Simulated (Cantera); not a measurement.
Charge: 1 mol C₂H₄, a varied amount of H₂O, 0.61 mol H₂, equilibrated at 2798 K and 1700000 Pa.

These are equilibrium values from Cantera (NASA tables, ideal gas, pure condensed phases), not measurements of a reactor. Candidate condensed phases: C, C₆H₆, C₇H₈, C₈H₁₈, H₂O; 110 gas species. Equilibrium is a limit: real reactors are often held back by kinetics, nucleation or transport.

x: gas mole fraction; n: condensed amount in mol.

```tsv
n(H₂O) (mol)	x H₂	x CO	x H₂O	x C₂H₂ (acetylene)	x H	x CO₂	n C(graphite)
0.21	0.881	0.0688	1.30e-5	0.0292	0.0185	1.46e-7	1.60
0.28	0.863	0.0876	1.63e-5	0.0286	0.0183	2.37e-7	1.52
0.36	0.844	0.107	1.95e-5	0.0280	0.0181	3.55e-7	1.44
0.48	0.819	0.133	2.35e-5	0.0272	0.0178	5.49e-7	…
0.62	0.794	0.160	2.73e-5	0.0263	0.0176	7.88e-7	…
0.82	0.764	0.191	3.14e-5	0.0253	0.0172	1.13e-6	…
1.1	0.730	0.227	3.56e-5	0.0242	0.0168	1.59e-6	…
1.4	0.702	0.257	3.87e-5	0.0232	0.0165	2.04e-6	…
1.8	0.680	0.288	5.13e-5	0.0151	0.0162	3.12e-6	0
2.4	0.648	0.280	0.0529	1.16e-8	0.0159	0.00328	0
3.1	0.594	0.249	0.133	1.13e-9	0.0152	0.00799	0
4.1	0.532	0.215	0.224	2.11e-10	0.0144	0.0130	0
```

Problem. Some entries are withheld; supply them.

Solution. 
- 0.48, n C(graphite): 1.31
- 0.62, n C(graphite): 1.16
- 0.82, n C(graphite): 0.949
- 1.1, n C(graphite): 0.650
- 1.4, n C(graphite): 0.330
